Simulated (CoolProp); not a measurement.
A closed Brayton cycle with nitrogen: compressor inlet 313.15 K and 0.3 MPa, high pressure 0.806 MPa, turbine inlet 730 K, compressor efficiency 0.85, turbine efficiency 0.9, recuperator effectiveness 0.95 (on enthalpy, no pinch check). Each further row changes one setting.

Computed with CoolProp (reference Helmholtz-energy equation of state, Span 2000).

```
case                           thermal efficiency (%)  net work (kJ/kg)  compressor to turbine work  compressor exit (K)  turbine exit (K)
-----------------------------  ----------------------  ----------------  --------------------------  -------------------  ----------------
as stated                                        25.0              44.3                        0.74                433.1             574.4
turbine inlet 680 K                              19.9               ___                        0.79                433.1             533.9
compressor inlet 323.15 K                        22.9               ___                        0.76                446.8             574.4
high pressure 0.685 MPa                           ___               ___                        0.71                411.0             597.6
recuperator effectiveness 0.5                    18.1              44.3                        0.74                433.1             574.4
```

**Question.** What belongs in the gaps?

**Answer.** 
- turbine inlet 680 K, net work (kJ/kg): 32.6
- compressor inlet 323.15 K, net work (kJ/kg): 40.3
- high pressure 0.685 MPa, thermal efficiency (%): 27.5
- high pressure 0.685 MPa, net work (kJ/kg): 42.6
